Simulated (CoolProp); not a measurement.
The numbers come from the reference Helmholtz-energy equation of state, Thol 2019 in CoolProp.

Q: Give the vapour pressure (kPa), liquid density (kg/m³), vapour Z of saturated n-hexane at 102.75 °C.

A: 
| T (°C) | p (kPa) | liquid density (kg/m³) | vapour Z |
|---|---|---|---|
| 102.75 | 264 | 578 | 0.905 |
